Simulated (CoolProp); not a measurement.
Vapour-liquid equilibrium of CH2F2 (R32) (1) + R1234ze(E) (2) at 208.6 K; x and y are mole fractions of (1).

Values from CoolProp's multi-fluid Helmholtz-energy mixture model, Tillner-Roth 1997 and Thol 2016; pair parameters Bell 2023.

Q: Give the bubble pressure and the first vapour's composition at x = 0.5, 0.65, 0.875. Is there an azeotrope?

A: x = 0.5: 0.03271 MPa, y = 0.857; x = 0.65: 0.03785 MPa, y = 0.905; x = 0.875: 0.04552 MPa, y = 0.967. No azeotrope shows between x = 0.05 and 0.95.

Pair parameters are fitted to limited data, so mixtures are less certain than the pure fluids.
